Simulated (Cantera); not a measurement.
Feed: 1 mol Nb, 7.7 mol H2O, 16 mol H2, held at 1673 K and 10.0 mbar.

Method: chemical equilibrium by Gibbs-energy minimisation in Cantera with the NASA 1993 tables (ideal gas, pure condensed phases). Candidate condensed phases: H2O, Nb, NbO, NbO2, Nb2O5; 12 gas species. Condensed phases not in the tables: the oxides between NbO2 and Nb2O5. The numbers say what is thermodynamically allowed, not how fast it happens.

Base state: H2 0.780, H2O 0.219, H 0.00101, OH 1.36e-5 (mole fractions); condensed: Nb2O5(s).

What changes in the equilibrium state with this change: temperature from 1673 K to 1698.15 K?


| species | before | after |
|---|---|---|
| H2 | 0.780 | 0.779 |
| H2O | 0.219 | 0.219 |
| H | 0.00101 | 0.00128 |
| OH | 1.36e-5 | 1.85e-5 |
| Nb2O5(s), mol | 0.500 | 0.500 |
